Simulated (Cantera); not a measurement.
A perfectly stirred reactor is fed with C3H8 : O2 : N2 = 1 : 5.49 : 54.4 (molar parts), equivalence ratio 0.91, at 11.0 bar; it is adiabatic with a 648 K inlet, and is followed from long to short residence time, starting on the burning branch (τ in s: 0.35, 0.1, 0.03, 0.0089, 0.0026, 0.00077, 0.00023, 6.7e-05, 2e-05, 5.8e-06).

Model: GRI-Mech 3.0 (53 species, 325 reactions), integrated in Cantera. GRI-Mech 3.0 was tuned for natural gas; its chemistry of propane as a main component is partial and can be far from experiment.

One state of this run: T (K) = 1581; x C3H8 = 5.92e-6; x O2 = 0.00871; x C2H6 = 2.56e-8; x C2H2 = 1.76e-5; x OH = 0.000199; x CH2 = 1.19e-7; x CH3 = 4.24e-6. x: mole fraction; the columns are a selection and need not sum to one.

### Question
Which value of τ (s) does it belong to?
A. 0.0026
B. 0.0089
C. 6.7e-5
D. 0.35

### Answer
B, 0.0089
